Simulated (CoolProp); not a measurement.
R236EA at several states: fugacity coefficient from the reference equation and from simpler models built on Tc = 139.3 °C, pc = 34.14 bar, ω = 0.368; each cubic takes its own stable root.

Values from CoolProp's reference Helmholtz-energy equation of state, Rui 2013.

```csv
T (°C),p (bar),phase,reference
-11.05,0.417,gas,0.9781
122.95,1.92,gas,0.9776
120.95,60,liquid,0.3376
78.25,38.5,liquid,0.2330
```

Task: How far does each simpler model (van der Waals, Redlich-Kwong, Soave-Redlich-Kwong, Peng-Robinson) lie from the reference over these 4 states: mean and median of the absolute difference, and the worst?

Result: 
- van der Waals: mean 25.3 %, median 13.2 %, worst +74.1 % at 78.25 °C and 38.5 bar
- Redlich-Kwong: mean 10.5 %, median 5.5 %, worst +31.0 % at 78.25 °C and 38.5 bar
- Soave-Redlich-Kwong: mean 2.2 %, median 2.2 %, worst +4.4 % at 120.95 °C and 60 bar
- Peng-Robinson: mean 0.3 %, median 0.3 %, worst -0.7 % at 120.95 °C and 60 bar
